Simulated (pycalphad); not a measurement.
## Effect of Si content in Al-Si

All values are pycalphad results on the COST 507 light-alloy database (1999) (1 atm), not direct measurements. These are 1990s assessments: newer ones move some temperatures and phases. Amounts are mole fractions of atoms.

Task: One of these alloys has its liquidus at 909 °C, its solidus at 577 °C, and holds fcc 0.64, diamond (Si) 0.36 at 277 °C. Which?
(A) Al-36.22Si (at.%)
(B) Al-96.6Si (at.%)
(C) Al-72.45Si (at.%)
(D) Al-48.3Si (at.%)

Result: A, Al-36.22Si (at.%). The others: Al-48.3Si (at.%), liquidus 1045, solidus 577; Al-72.45Si (at.%), liquidus 1258, solidus 577; Al-96.6Si (at.%), liquidus 1398, solidus 577
